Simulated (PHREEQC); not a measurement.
Dissolve 0.023 mol H3PO4, 4.3e-05 mol Na2SO4 and 4.3e-05 mol NaCl per kg of water at 90 °C. Closed to the air; pH follows from the charge balance.

All values are PHREEQC results (ion-association model, phreeqc.dat), not measurements.

* **pH**: 2.13
* **ionic strength**: 0.00822 mol/kgw
* **specific conductance**: 8140 µS/cm
* **total alkalinity**: -23.0 meq/kg

| species | molality | activity | log γ |
|---|---|---|---|
| H3PO4 | 0.0149 | 0.0149 | 0.001 |
| H2PO4- | 0.00811 | 0.00730 | -0.045 |
| H+ | 0.00808 | 0.00734 | -0.042 |
| Na+ | 0.000129 | 0.000116 | -0.046 |
| Cl- | 4.30e-5 | 3.85e-5 | -0.048 |
| HSO4- | 3.18e-5 | 2.85e-5 | -0.047 |
| SO4-2 | 1.12e-5 | 7.30e-6 | -0.184 |
| HPO4-2 | 1.27e-7 | 8.33e-8 | -0.184 |
| NaSO4- | 6.61e-9 | 5.95e-9 | -0.045 |

This is a speciation only: nothing precipitates in the calculation. Species that the database lacks are ignored. Constants without temperature data keep their 25 °C values here.
